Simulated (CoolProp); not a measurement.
Vapour-liquid equilibrium of CH2F2 (R32) (1) + R125 (2) at 275.9 K; x and y are mole fractions of (1).

The numbers come from the multi-fluid Helmholtz-energy mixture model, Tillner-Roth 1997 and Lemmon 2005; pair parameters Lemmon 2004 in CoolProp.

```csv
x,bubble pressure (kPa),y at the bubble point,dew pressure at overall composition x (kPa),liquid density (mol/L)
0.05,744.1,?,741.2,11.15
0.2,782.5,0.241,773.5,11.99
0.35,816.8,?,806.2,12.97
0.5,?,0.543,837.3,14.11
0.65,867.7,0.678,863.6,15.47
0.8,882.4,0.811,881.5,17.15
0.95,887.9,0.950,887.9,?
```

Problem. Some entries are withheld; supply them.

Solution. 
- 0.05, y at the bubble point: 0.064
- 0.35, y at the bubble point: 0.400
- 0.5, bubble pressure (kPa): 845.5
- 0.95, liquid density (mol/L): 19.26

y crosses x between x = 0.8 and 0.95: the model has an azeotrope there.

Pair parameters are fitted to limited data, so mixtures are less certain than the pure fluids.
